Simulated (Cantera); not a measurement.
An isothermal, constant-pressure homogeneous reactor starts with NH3 : N2 = 1 : 7.1 (molar parts), at 1625 K and 510 Torr.

Computed with Cantera and the gas-phase N/H chemistry of the illustrative SiF4/NH3 mechanism in the Surface Chemkin manual (1991). Walls and surfaces, which speed up NH3 decomposition in real reactors, are not modelled.

**Question.** Predict: x(NH3) at 2.00 s; x(NH2) at 2.00 s; x(N) at 2.00 s; x(N2H4) at 2.00 s; x(NH) at 2.00 s; x(N2) at 2.00 s.

**Answer.** 
```json
{
  "x(NH3) at 2.00 s": "0.0884 (gas-phase equilibrium 1.80e-6)",
  "x(NH2) at 2.00 s": "3.36e-5 (gas-phase equilibrium 9.23e-10)",
  "x(N) at 2.00 s": "1.87e-8 (gas-phase equilibrium 1.28e-12)",
  "x(N2H4) at 2.00 s": "1.57e-8 (gas-phase equilibrium <1e-12)",
  "x(NH) at 2.00 s": "3.31e-7 (gas-phase equilibrium 1.37e-11)",
  "x(N2) at 2.00 s": "0.865 (gas-phase equilibrium 0.835)"
}
```
